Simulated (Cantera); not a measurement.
A closed system holds: 1 mol SiC, 4.4 mol N₂O, 130 mol H₂, at 0.0133 bar.

Equilibrium computed with Cantera from the NASA thermochemical tables; the gas is ideal and each condensed phase is pure. Candidate condensed phases: C, C₆H₆, C₇H₈, C₈H₁₈, H₂O, Si, SiC, SiO₂, Si₂N₂O, Si₃N₄; 151 gas species. The tables hold silica as quartz up to 1696 K and as liquid above; real silica turns to tridymite and cristobalite and melts near 1996 K. Rates play no part. All values below are at 1400 K.

Base state: H₂ 0.950, N₂ 0.0325, H₂O 0.0103, CO 0.00735, H 4.11e-5, CO₂ 3.67e-5 (mole fractions); condensed: SiO₂(β-quartz).

Question: What changes in the equilibrium state with this change: N₂O from 4.4 to 0.033 mol?

Answer: 
```tsv
species	before	after
H₂	0.950	1.000
N₂	0.0325	0.000225
CO	0.00735	0.000139
H₂O	0.0103	1.54e-7
SiO	5.31e-7	8.58e-5
CO₂	3.67e-5	<1e-9
H	4.11e-5	4.21e-5
SiO₂(β-quartz), mol	1.000	0
SiC(s), mol	0	0.981
Si₂N₂O(s), mol	0	0.00368
```
Mutual solubility and eutectic melting of coexisting phases are not modelled.
